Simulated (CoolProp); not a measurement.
Vapour-liquid equilibrium of R125 (1) + R143a (2) at 9.15 °C; x and y are mole fractions of (1).

Values from CoolProp's multi-fluid Helmholtz-energy mixture model, Lemmon 2005 and Lemmon and Jacobsen 2000; pair parameters Lemmon 2004.

| x | bubble pressure, mixture model (bar) | bubble pressure, Raoult's law (bar) | y, mixture model | y, Raoult's law |
|---|---|---|---|---|
| 0.05 | 8.157 | 8.195 | 0.050 | 0.054 |
| 0.15 | 8.162 | 8.265 | 0.152 | 0.161 |
| 0.25 | 8.183 | 8.335 | 0.255 | 0.266 |
| 0.35 | 8.220 | 8.406 | [?] | 0.369 |
| 0.45 | [?] | 8.476 | 0.464 | 0.471 |
| 0.55 | 8.344 | 8.547 | 0.567 | 0.570 |
| 0.65 | 8.432 | 8.617 | 0.669 | 0.669 |
| 0.75 | 8.535 | 8.688 | [?] | 0.765 |
| 0.85 | 8.655 | 8.758 | [?] | 0.860 |
| 0.95 | [?] | 8.828 | 0.956 | 0.954 |

Problem. What belongs in the gaps?

Solution. 
- 0.35, y, mixture model: 0.359
- 0.45, bubble pressure, mixture model (bar): 8.274
- 0.75, y, mixture model: 0.768
- 0.85, y, mixture model: 0.864
- 0.95, bubble pressure, mixture model (bar): 8.791

The largest gap from Raoult's law is -2.4 % in bubble pressure, at x = 0.45. y crosses x between x = 0.05 and 0.15: the model has an azeotrope there.

The pair parameters rest on a limited set of measurements; away from them the model extrapolates.
